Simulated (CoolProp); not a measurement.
A simple Rankine cycle with tetrahydrofuran: condensing at 303.15 K, boiler at 0.723 MPa, turbine inlet 417.5 K, turbine efficiency 0.7, pump efficiency 0.7, no recuperator. Each further row changes one setting.

Computed with CoolProp (reference Helmholtz-energy equation of state, Fiedler 2023).

```
case                             thermal efficiency (%)  net work (kJ/kg)  heat in (kJ/kg)  turbine exit temperature (K)  volume ratio over the turbine
-------------------------------  ----------------------  ----------------  ---------------  ----------------------------  -----------------------------
as stated                                          15.7              90.5              576                         340.0                           24.7
turbine inlet 437.5 K                                 …              96.6              609                         361.4                           24.6
condensing temperature 295.15 K                    16.8              98.9              589                         332.9                           34.3
boiler pressure 0.506 MPa                             …              83.7              582                         350.2                              …
turbine efficiency 0.6                                …              77.4              576                         350.3                           25.4
```

Q: What belongs in the gaps?

A: 
- turbine inlet 437.5 K, thermal efficiency (%): 15.9
- boiler pressure 0.506 MPa, thermal efficiency (%): 14.4
- boiler pressure 0.506 MPa, volume ratio over the turbine: 17.1
- turbine efficiency 0.6, thermal efficiency (%): 13.5
